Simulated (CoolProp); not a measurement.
Vapour-liquid equilibrium of benzene (1) + m-xylene (2) at 423.2 K; x and y are mole fractions of (1).

Computed with CoolProp (multi-fluid Helmholtz-energy mixture model, Thol 2012 and Zhou 2012; pair parameters Bell 2016).

| x | bubble pressure, mixture model (bar) | bubble pressure, Raoult's law (bar) | y, mixture model | y, Raoult's law |
|---|---|---|---|---|
| 0.05 | 1.566 | 1.573 | 0.174 | 0.185 |
| 0.15 | 1.996 | 2.021 | 0.410 | 0.433 |
| 0.25 | 2.425 | 2.469 | 0.563 | 0.590 |
| 0.35 | 2.855 | 2.917 | 0.672 | 0.699 |
| 0.45 | 3.289 | 3.365 | 0.755 | 0.780 |
| 0.55 | 3.731 | 3.813 | 0.820 | 0.841 |
| 0.65 | 4.181 | 4.261 | 0.873 | 0.889 |
| 0.75 | 4.640 | 4.710 | 0.917 | 0.928 |
| 0.85 | 5.109 | 5.158 | 0.954 | 0.961 |
| 0.95 | 5.587 | 5.606 | 0.986 | 0.988 |

The largest gap from Raoult's law is -2.3 % in bubble pressure, at x = 0.45. No azeotrope shows between x = 0.05 and 0.95.

The pair parameters rest on a limited set of measurements; away from them the model extrapolates.
